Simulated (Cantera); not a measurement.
What does this Cantera script print?

```python
import numpy as np
import cantera as ct

gas = ct.Solution("gri30.yaml")
gas.TPX = 1225, 2666, {'H2': 0.0068, 'O2': 1, 'N2': 0.79}
reactor = ct.IdealGasConstPressureReactor(gas, energy="off", clone=False)
net = ct.ReactorNet([reactor])
net.rtol, net.atol = 1e-08, 1e-18
show = ['H2', 'O2', 'H2O2', 'H2O', 'NO2', 'NO']
times = np.geomspace(0.0004, 100, 10)

steps = ct.SolutionArray(gas, extra=["t"])
rows = []
print(f"{'t/s':>10s}{'T/K':>9s}{'P/Pa':>11s}" + "".join(f"{s:>11s}" for s in show))
for t in times:
    while net.time < t:
        t_next = net.step()
        steps.append(gas.state, t=t_next)
    rows.append([np.interp(t, steps.t, y) for y in (steps.T, steps.P, *steps(*show).X.T)])
    print(f"{t:10.3e}{rows[-1][0]:9.1f}{rows[-1][1]:11.4g}" + "".join(f"{x:11.3e}" for x in rows[-1][2:]))
rate = np.gradient(steps.T, steps.t)
print("integrator steps:", len(steps.t))
if steps.T.max() > steps.T[0] + 200:
    print(f"time of steepest temperature rise: {steps.t[rate.argmax()]:.4e} s")
gas.TPX = 1225, 2666, {'H2': 0.0068, 'O2': 1, 'N2': 0.79}
gas.equilibrate("TP")
print(f"equilibrium (TP): T = {gas.T:.1f} K  " + "  ".join(f"{s} {gas[s].X[0]:.3e}" for s in show))
```

Result:

```
       t/s      T/K       P/Pa         H2         O2       H2O2        H2O        NO2         NO
 4.000e-04   1225.0       2666  3.785e-03  5.565e-01  3.657e-13  1.087e-09  1.029e-25  4.109e-19
 1.592e-03   1225.0       2666  3.784e-03  5.565e-01  5.423e-12  4.027e-08  4.439e-23  1.821e-17
 6.333e-03   1225.0       2666  3.645e-03  5.564e-01  8.676e-10  1.025e-04  1.193e-17  1.322e-13
 2.520e-02   1225.0       2666  1.018e-05  5.533e-01  1.249e-08  3.577e-03  6.208e-13  2.719e-09
 1.003e-01   1225.0       2666  6.167e-06  5.542e-01  1.135e-08  3.641e-03  2.890e-12  1.043e-08
 3.989e-01   1225.0       2666  1.721e-06  5.553e-01  7.586e-09  3.722e-03  9.044e-12  2.095e-08
 1.587e+00   1225.0       2666  2.162e-07  5.556e-01  2.349e-09  3.768e-03  2.105e-11  2.798e-08
 6.316e+00   1225.0       2666  2.215e-08  5.557e-01  3.680e-10  3.784e-03  3.186e-11  3.104e-08
 2.513e+01   1225.0       2666  2.966e-09  5.557e-01  5.695e-11  3.789e-03  4.995e-11  3.229e-08
 1.000e+02   1225.0       2666  7.853e-10  5.557e-01  1.612e-11  3.790e-03  1.141e-10  3.279e-08
integrator steps: 1594
equilibrium (TP): T = 1225.0 K  H2 6.630e-10  O2 5.556e-01  H2O2 1.376e-11  H2O 3.790e-03  NO2 1.146e-06  NO 2.883e-04
```

Detailed kinetics in Cantera: GRI-Mech 3.0 (53 species, 325 reactions). Radical loss at walls, strong at low pressure, is not modelled.
